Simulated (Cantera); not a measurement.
## Premixed flame

A freely propagating, adiabatic, planar premixed flame of 7.04 % C3H8, 25.1 % O2, 67.8 % N2, equivalence ratio 1.4, unburnt at 450 K and 1.00 bar; mixture-averaged transport, grid criteria slope 0.08 and curve 0.16, no radiation.

Computed with Cantera and GRI-Mech 3.0 (53 species, 325 reactions). GRI-Mech 3.0 was tuned for natural gas; its chemistry of propane as a main component is partial and can be far from experiment. Burning velocities carry a grid error of a few per cent, more on coarse grids.

| z (mm) | T (K) | u (m/s) | x C3H8 | x O2 | x CH4 | x HCN | x NO2 | x CH2CO |
|---|---|---|---|---|---|---|---|---|
| -0.743 | 450 | 1.10 | 0.0702 | 0.251 | 7.69e-7 | <1e-8 | <1e-8 | <1e-8 |
| -0.495 | 451 | 1.11 | 0.0699 | 0.249 | 1.13e-5 | <1e-8 | <1e-8 | 1.29e-7 |
| -0.371 | 458 | 1.14 | 0.0695 | 0.247 | 6.03e-5 | 1.95e-8 | 1.24e-8 | 1.24e-6 |
| -0.248 | 521 | 1.32 | 0.0679 | 0.238 | 0.000500 | 3.12e-7 | 1.19e-7 | 2.82e-5 |
| -0.124 | 1004 | 2.68 | 0.0477 | 0.181 | 0.00381 | 4.84e-6 | 2.12e-7 | 0.000729 |
| -0.0619 | 1476 | 4.15 | 0.0153 | 0.121 | 0.00618 | 1.25e-5 | 8.78e-8 | 0.00210 |
| 0 | 1898 | 5.54 | 0.000496 | 0.0623 | 0.00418 | 2.60e-5 | 1.81e-8 | 0.00188 |
| 0.0619 | 2130 | 6.27 | 9.86e-7 | 0.0274 | 0.00115 | 3.85e-5 | <1e-8 | 0.000484 |
| 0.124 | 2220 | 6.53 | <1e-8 | 0.0119 | 0.000224 | 3.79e-5 | <1e-8 | 7.64e-5 |
| 0.248 | 2263 | 6.63 | <1e-8 | 0.00338 | 7.91e-6 | 2.06e-5 | <1e-8 | 2.13e-6 |
| 0.495 | 2285 | 6.67 | <1e-8 | 0.00169 | 2.54e-8 | 4.73e-6 | <1e-8 | <1e-8 |
| 0.990 | 2311 | 6.73 | <1e-8 | 0.00130 | <1e-8 | 4.21e-7 | <1e-8 | <1e-8 |
| 1.98 | 2344 | 6.81 | <1e-8 | 0.000903 | <1e-8 | 1.41e-8 | <1e-8 | <1e-8 |
x: mole fraction of selected species; z is measured from the peak of heat release.

The laminar burning velocity comes out as 110 cm/s and the thermal thickness is 0.248 mm. The peak x(CH4) comes out as 0.00624, the peak x(HCN) is 3.99e-5 and the peak x(CH2CO) comes out as 0.00241. The grid points comes out as 144.
